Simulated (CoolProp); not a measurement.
Vapour-liquid equilibrium of acetone (1) + cyclohexane (2) at 12.4 bar; x and y are mole fractions of (1).

Model: multi-fluid Helmholtz-energy mixture model, Lemmon 2006 and Zhou 2014; pair parameters Bell 2016, in CoolProp.

```
x     bubble temperature (K)  y at the bubble point  dew temperature at overall composition x (K)  liquid density (mol/L)
----  ----------------------  ---------------------  --------------------------------------------  ----------------------
0.05                   458.5                  0.154                                         465.0                   7.148
0.15                   446.0                  0.347                                         458.7                   7.468
0.25                   438.7                  0.460                                         452.3                   7.737
0.35                   434.2                  0.536                                         445.8                   7.999
0.45                   431.2                  0.597                                         439.3                   8.277
0.55                   429.0                  0.653                                         433.5                   8.587
0.65                   427.5                  0.710                                         429.1                   8.939
0.75                   426.5                  0.773                                         426.8                   9.337
0.85                   426.2                  0.849                                         426.2                   9.783
0.95                   426.7                  0.943                                         426.8                   10.28
```

y crosses x between x = 0.75 and 0.85: the model has an azeotrope there.

Pair parameters are fitted to limited data, so mixtures are less certain than the pure fluids.
